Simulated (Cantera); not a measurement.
A closed system holds: 1 mol SiO2, 0.016 mol Si, 0.02 mol H2, at 2073 K.

Method: chemical equilibrium by Gibbs-energy minimisation in Cantera with the NASA 1993 tables (ideal gas, pure condensed phases). Candidate condensed phases: H2O, Si, SiO2; 18 gas species. Each liquid is taken as pure. Mutual solubility and eutectic melting of coexisting phases are not modelled. The tables hold silica as quartz up to 1696 K and as liquid above; real silica turns to tridymite and cristobalite and melts near 1996 K. Gases not in the tables: Si2H6 and higher silanes. The numbers say what is thermodynamically allowed, not how fast it happens.

Problem. Which condensed phases are stable at each of these points (P (Pa)): 1, 7.20, 52, 370, 2700, 19000, 140000, 1000000?

Solution. 
```json
[
 {"P (Pa)": "1", "condensed phases": "gas only", "Si condensed (%)": "0.0"},
 {"P (Pa)": "7.20", "condensed phases": "SiO2(l)", "Si condensed (%)": "93.3"},
 {"P (Pa)": "52", "condensed phases": "SiO2(l)", "Si condensed (%)": "96.1"},
 {"P (Pa)": "370", "condensed phases": "SiO2(l)", "Si condensed (%)": "96.7"},
 {"P (Pa)": "2700", "condensed phases": "SiO2(l)", "Si condensed (%)": "96.8"},
 {"P (Pa)": "19000", "condensed phases": "SiO2(l)", "Si condensed (%)": "96.8"},
 {"P (Pa)": "140000", "condensed phases": "Si(l) + SiO2(l)", "Si condensed (%)": "98.5"},
 {"P (Pa)": "1000000", "condensed phases": "Si(l) + SiO2(l)", "Si condensed (%)": "99.9"}
]
```

At 1.00e-5 bar nothing is condensed. From 7.20e-5 bar to 0.190 bar the condensed part is SiO2(l). From 1.40 bar to 10.0 bar the condensed part is Si(l) + SiO2(l).
